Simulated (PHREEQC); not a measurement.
Consider water at 20 °C with 3 mol MgCl2 and 0.69 mol FeCl2 per kg of water. Closed to the air; pH follows from the charge balance.

Model: Pitzer model, pitzer.dat, run in PHREEQC.

| quantity | before | after |
|---|---|---|
| pH | 4.16 | 4.57 |
| MgOH+ (mol/kgw) | 2.06e-6 | 1.54e-6 |
| SI of Bischofite (MgCl2:6H2O) | -1.78 | -2.31 |
| SI of MgCl2_4H2O (MgCl2:4H2O) | -3.80 | -4.45 |

Name the change that produced these shifts.
A. FeCl2 left out
B. MgCl2 from 3 to 4.5 mol/kgw
C. MgCl2 from 3 to 2.7 mol/kgw

A, FeCl2 left out

No solid was allowed to form. In brines, pH and single-ion activities rest on the MacInnes convention.
